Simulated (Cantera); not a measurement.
Cantera run, input and output.

```python
import numpy as np
import cantera as ct

gas = ct.Solution("gri30.yaml")
gas.TPX = 975, 770000, {'CO': 0.0075, 'O2': 0.03, 'H2O': 0.085, 'N2': 1}
inlet = ct.Reservoir(gas, clone=True)

reactor = ct.IdealGasConstPressureReactor(gas, energy="off", clone=False)
exhaust = ct.Reservoir(gas, clone=True)
tau = [16, 4.8, 1.4, 0.43, 0.13, 0.039, 0.012, 0.0036, 0.0011, 0.00032][0]
for a, b in ((inlet, reactor), (reactor, exhaust)):
    ct.MassFlowController(a, b, mdot=lambda t: reactor.mass / tau)
net = ct.ReactorNet([reactor])
show = ['CO', 'O2', 'H2O', 'CO2', 'OH', 'NO', 'HO2']

rows = []
print(f"{'tau/s':>10s}{'T/K':>9s}" + "".join(f"{s:>11s}" for s in show))
for tau in [16, 4.8, 1.4, 0.43, 0.13, 0.039, 0.012, 0.0036, 0.0011, 0.00032]:
    net.initial_time = 0.0
    net.advance(30 * tau)
    before = gas.X
    net.advance(40 * tau)
    drift = np.max(np.abs(gas.X - before) / (gas.X + 1e-9))
    rows.append([gas.T, *gas[show].X, drift])
    print(f"{tau:10.3e}{gas.T:9.1f}" + "".join(f"{x:11.3e}" for x in gas[show].X))
```

Output:

```
     tau/s      T/K         CO         O2        H2O        CO2         OH         NO        HO2
 1.600e+01    975.0  1.566e-03  2.423e-02  7.592e-02  5.132e-03  7.324e-09  1.638e-13  7.516e-07
 4.800e+00    975.0  2.784e-03  2.482e-02  7.587e-02  3.910e-03  1.019e-08  1.160e-13  1.147e-06
 1.400e+00    975.0  4.382e-03  2.560e-02  7.581e-02  2.308e-03  1.279e-08  4.678e-14  1.559e-06
 4.300e-01    975.0  5.682e-03  2.624e-02  7.576e-02  1.003e-03  1.368e-08  1.086e-14  1.777e-06
 1.300e-01    975.0  6.384e-03  2.658e-02  7.573e-02  2.983e-04  1.164e-08  1.683e-15  1.648e-06
 3.900e-02    975.0  6.640e-03  2.671e-02  7.572e-02  4.159e-05  4.767e-09  1.630e-16  8.565e-07
 1.200e-02    975.0  6.681e-03  2.673e-02  7.572e-02  5.147e-07  1.707e-10  1.046e-18  3.799e-08
 3.600e-03    975.0  6.681e-03  2.673e-02  7.572e-02  3.359e-08  3.826e-11  7.350e-20  6.455e-09
 1.100e-03    975.0  6.682e-03  2.673e-02  7.572e-02  4.648e-09  1.808e-11  1.402e-20  1.680e-09
 3.200e-04    975.0  6.682e-03  2.673e-02  7.572e-02  8.628e-10  1.152e-11  3.106e-21  4.150e-10
```

Cantera simulation using GRI-Mech 3.0 (53 species, 325 reactions); the numbers are that mechanism's predictions, not measurements.
